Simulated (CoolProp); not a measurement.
Vapour-liquid equilibrium of propylene (1) + cyclohexane (2) at 298.9 K; x and y are mole fractions of (1).

Model: multi-fluid Helmholtz-energy mixture model, Lemmon 2013 and Zhou 2014; pair parameters Bell 2016, in CoolProp.

Q: Give the bubble pressure and the first vapour's composition at x = 0.5, 0.8, 0.875. Is there an azeotrope?

A: x = 0.5: 6.100 bar, y = 0.984; x = 0.8: 9.256 bar, y = 0.994; x = 0.875: 10.12 bar, y = 0.996. No azeotrope shows between x = 0.05 and 0.95.

The pair parameters rest on a limited set of measurements; away from them the model extrapolates. The gap from Raoult's law changes sign with composition, which may be real or a fault of the pair parameters; it wasn't checked against measurements.
